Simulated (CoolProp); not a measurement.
Vapour-liquid equilibrium of ammonia (1) + benzene (2) at 377 K; x and y are mole fractions of (1).

The numbers come from the multi-fluid Helmholtz-energy mixture model, Gao 2020 and Thol 2012; pair parameters Bell 2016 in CoolProp.

| x | bubble pressure (MPa) | y at the bubble point | dew pressure at overall composition x (MPa) | liquid density (mol/L) |
|---|---|---|---|---|
| 0.05 | 0.6588 | 0.684 | 0.2107 | 10.43 |
| 0.125 | 1.334 | [?] | 0.2296 | 11.01 |
| 0.2 | 1.958 | 0.885 | 0.2520 | 11.64 |
| 0.275 | 2.508 | 0.907 | 0.2791 | 12.33 |
| 0.35 | 2.980 | [?] | 0.3125 | 13.08 |
| 0.425 | [?] | [?] | 0.3546 | 13.91 |
| 0.5 | 3.735 | 0.936 | 0.4094 | [?] |
| 0.575 | [?] | 0.941 | 0.4840 | 15.86 |
| 0.65 | 4.393 | 0.947 | 0.5915 | 17.03 |
| 0.725 | 4.753 | 0.954 | 0.7605 | 18.37 |
| 0.8 | 5.171 | 0.963 | 1.065 | 19.95 |
| 0.875 | 5.671 | 0.973 | 1.781 | 21.84 |
| 0.95 | [?] | 0.988 | 4.538 | 24.21 |

**Question.** Fill in the missing entries.

**Answer.** 
- 0.125, y at the bubble point: 0.838
- 0.35, y at the bubble point: 0.920
- 0.425, bubble pressure (MPa): 3.383
- 0.425, y at the bubble point: 0.929
- 0.5, liquid density (mol/L): 14.83
- 0.575, bubble pressure (MPa): 4.063
- 0.95, bubble pressure (MPa): 6.276

No azeotrope shows between x = 0.05 and 0.95.

Pair parameters are fitted to limited data, so mixtures are less certain than the pure fluids. The gap from Raoult's law changes sign with composition, which may be real or a fault of the pair parameters; it wasn't checked against measurements.
